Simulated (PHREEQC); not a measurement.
Dissolve 0.17 mol HNO3 and 0.00039 mol MnSO4 per kg of water at 25 °C. Closed to the air; pH follows from the charge balance.

The numbers come from PHREEQC with the ion-association model, phreeqc.dat.

This is a speciation only: nothing precipitates in the calculation.

Q: Order these S species by the share of S that they hold, largest first: HSO4-, MnSO4, SO4-2.

A: HSO4- (84 %), SO4-2 (15 %), MnSO4 (0.11 %)

The pH is 0.86 and the ionic strength 0.171 mol/kgw. Species that the database lacks are ignored.
